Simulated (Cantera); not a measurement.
Cantera run:

```python
import numpy as np
import cantera as ct

gas_names = """
    H HNO HNO2 HNO3 HO2 H2 H2O H2O2 N NH NH2 NH3 NH2OH NO NO2 NO3 N2 N2H2 N2H4 N2O O OH O2 O3 Si SiH
    SiH2 SiH3 SiH4 SiN SiO SiO2 Si2 Si2N Si3
""".split()
cond_names = """
    H2O(s) H2O(L) Si(cr) Si(L) SiO2(Lqz) SiO2(hqz) SiO2(L) Si2N2O(s) Si3N4(a)
""".split()


def load(file, names, dense=False):
    # The tables refer to 1 bar. Condensed volumes are neglected.
    table = {s.name: s for s in ct.Species.list_from_file(file)}
    out = []
    for n in names:
        d = dict(table[n].input_data)
        d["thermo"] = dict(d["thermo"], **{"reference-pressure": 1e5})
        if dense:
            d["equation-of-state"] = {"model": "constant-volume", "density": "1e6 g/cm^3"}
        out.append(ct.Species.from_dict(d))
    return out


gas = ct.Solution(thermo="ideal-gas", species=load("nasa_gas.yaml", gas_names))
cond = {s.name: ct.Solution(thermo="fixed-stoichiometry", species=[s], name=s.name)
        for s in load("nasa_condensed.yaml", cond_names, dense=True)}
atoms = {
    'SiH4': {'Si': 1, 'H': 4},
    'N2O': {'N': 2, 'O': 1},
}
top_T = {'Si2N2O(s)': 2100, 'Si3N4(a)': 2400}  # K; cautious upper limits of use, not melting points


def equilibrate(T, P, feed):
    n = {}
    for name, mol in feed.items():
        for a, k in atoms[name].items():
            n[a] = n.get(a, 0.0) + k * mol
    gas.TPX = T, P, n
    mass = sum(n.values()) * gas.mean_molecular_weight
    gas.equilibrate("TP")
    valid = [c for c in cond.values() if c.min_temp <= T <= top_T.get(c.name, c.max_temp)]
    mix = ct.Mixture([(gas, mass / gas.mean_molecular_weight)] + [(c, 0.0) for c in valid])
    mix.T, mix.P = T, P
    mix.equilibrate("TP", solver="vcs", rtol=1e-11, max_steps=5000)
    return mix


results = []
T = 1148  # K
P = 1333.22  # Pa
for m in [1.6, 2.2, 2.9, 3.9, 5.2, 7, 9.4]:
    feed = {'SiH4': 1, 'N2O': m}  # mol
    mix = equilibrate(T, P, feed)
    results.append((T, P, feed, dict(zip(mix.species_names, mix.species_moles))))

top = {s: max(r[3][s] / sum(r[3][g] for g in gas_names) for r in results) for s in gas_names}
cols = sorted((s for s in top if top[s] > 1e-06), key=lambda s: -top[s])[:6]
seen = [c for c in cond_names if any(r[3].get(c, 0) > 1e-12 for r in results)]
print("log10 of partial pressures in bar; condensed amounts in mol")
print(f"{'n(N2O)':>10s}" + "".join(f"{s[:9]:>10s}" for s in cols + seen))
for T, P, feed, n in results:
    ng = sum(n[g] for g in gas_names)
    print(f"{feed['N2O']:10.4g}" + "".join(f"{np.log10(max(n[s] / ng * P / 1e5, 1e-99)):10.3f}" for s in cols)
          + "".join(f"{n.get(c, 0):10.4g}" for c in seen))
```

It prints:

```
log10 of partial pressures in bar; condensed amounts in mol
    n(N2O)        N2        H2       H2O        O2        NO        OH SiO2(hqz) Si2N2O(s)
       1.6    -2.249    -2.114    -6.409   -25.362   -17.304   -14.720    0.7333    0.1334
       2.2    -2.156    -2.243    -3.197   -18.682   -13.917   -11.444         1         0
       2.9    -2.103    -2.524    -2.611   -16.948   -13.024   -10.718         1         0
       3.9    -2.055    -3.646    -2.367   -14.216   -11.634    -9.913         1         0
       5.2    -2.051    -9.358    -2.466    -2.989    -6.019    -7.156         1         0
         7    -2.051    -9.622    -2.595    -2.720    -5.884    -7.153         1         0
       9.4    -2.051    -9.813    -2.723    -2.593    -5.821    -7.185         1         0
```

These are equilibrium values from Cantera (NASA tables, ideal gas, pure condensed phases), not measurements of a reactor. Mutual solubility and eutectic melting of coexisting phases are not modelled. The tables hold silica as quartz up to 1696 K and as liquid above; real silica turns to tridymite and cristobalite and melts near 1996 K.
